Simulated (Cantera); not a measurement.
Stirred combustor or abatement burner

A perfectly stirred reactor is fed with CO : H₂ : O₂ : N₂ = 1 : 0.062 : 0.748 : 2.81 (molar parts), equivalence ratio 0.71, at 0.217 atm; it is adiabatic with a 525 K inlet, and is followed from long to short residence time, starting on the burning branch (τ in s: 0.31, 0.13, 0.05, 0.02, 0.008, 0.0032, 0.0013, 0.00051, 0.0002, 8.1e-05, 3.2e-05, 1.3e-05).

Detailed kinetics in Cantera: GRI-Mech 3.0 (53 species, 325 reactions).

```tsv
τ (s)	T (K)	x CO	x H₂	x O₂	x N₂O	x NO	x H₂O₂
0.31	2120	0.0287	0.000343	0.0628	1.47e-7	0.00262	7.04e-9
0.13	2034	0.0384	0.000483	0.0670	1.33e-7	0.00119	1.07e-8
0.050	1918	0.0499	0.000671	0.0712	1.15e-7	0.000351	1.92e-8
0.020	1789	0.0608	0.000850	0.0745	9.98e-8	0.000130	3.56e-8
0.0080	1643	0.0711	0.000971	0.0773	8.69e-8	8.02e-5	6.59e-8
0.0032	1474	0.0839	0.000969	0.0819	7.77e-8	5.04e-5	1.04e-7
0.0013	1215	0.126	0.00122	0.106	6.07e-8	9.10e-6	1.65e-7
0.00051	525	0.216	0.0134	0.162	<1e-12	<1e-12	<1e-12
0.00020	525	0.216	0.0134	0.162	<1e-12	<1e-12	<1e-12
8.1e-5	525	0.216	0.0134	0.162	<1e-12	<1e-12	<1e-12
3.2e-5	525	0.216	0.0134	0.162	<1e-12	<1e-12	<1e-12
1.3e-5	525	0.216	0.0134	0.162	<1e-12	<1e-12	<1e-12
```
x: mole fraction; the columns are a selection and need not sum to one.
